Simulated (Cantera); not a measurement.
Feed: 1 mol B2H6, 0.83 mol O2, 0.52 mol N2, a varied amount of H2O, equilibrated at 2398 K and 97.5 Torr.

Equilibrium computed with Cantera from the NASA thermochemical tables; the gas is ideal and each condensed phase is pure. Candidate condensed phases: B, BN, B2O3, B3O3H3, H2O; 39 gas species. The feed counts by its element totals alone. Gases not in the tables: B2H6 and higher boranes. Rates play no part.

Question: Which condensed phases are stable at each of these points (n(H2O) (mol)): 0.24, 0.75, 1.3, 1.8, 2.3, 2.8, 3.3, 3.8, 4.3?

Answer: 
```csv
n(H2O) (mol),condensed phases,B condensed (%)
0.24,B(l),4.4
0.75,gas only,0.0
1.3,gas only,0.0
1.8,gas only,0.0
2.3,gas only,0.0
2.8,gas only,0.0
3.3,gas only,0.0
3.8,gas only,0.0
4.3,gas only,0.0
```

At 0.24 mol H2O the condensed part is B(l). From 0.75 mol H2O to 4.3 mol H2O nothing is condensed.
